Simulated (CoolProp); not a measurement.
Vapour-liquid equilibrium of ethylene (1) + n-butane (2) at 0.126 MPa; x and y are mole fractions of (1).

Values from CoolProp's multi-fluid Helmholtz-energy mixture model, Smukala 2000 and Bücker 2006; pair parameters Bell 2016.

```tsv
x	bubble temperature (°C)	y at the bubble point	dew temperature at overall composition x (°C)	liquid density (mol/L)
0.05	-33.1	0.809	3.9	11.15
0.125	-56.6	0.953	1.7	11.95
0.2	-66.7	0.977	-0.7	12.55
0.275	-72.8	0.987	-3.3	13.11
0.35	-77.3	0.991	-6.1	13.69
0.425	-81.1	0.994	-9.1	14.29
0.5	-84.5	0.996	-12.5	14.92
0.575	-87.6	0.998	-16.3	15.59
0.65	-90.4	0.998	-20.6	16.29
0.725	-93.0	0.999	-25.8	17.04
0.8	-95.3	0.999	-32.2	17.82
0.875	-97.3	1.000	-40.9	18.63
0.95	-99.0	1.000	-55.8	19.47
```

No azeotrope shows between x = 0.05 and 0.95.

The pair parameters rest on a limited set of measurements; away from them the model extrapolates. The gap from Raoult's law changes sign with composition, which may be real or a fault of the pair parameters; it wasn't checked against measurements.
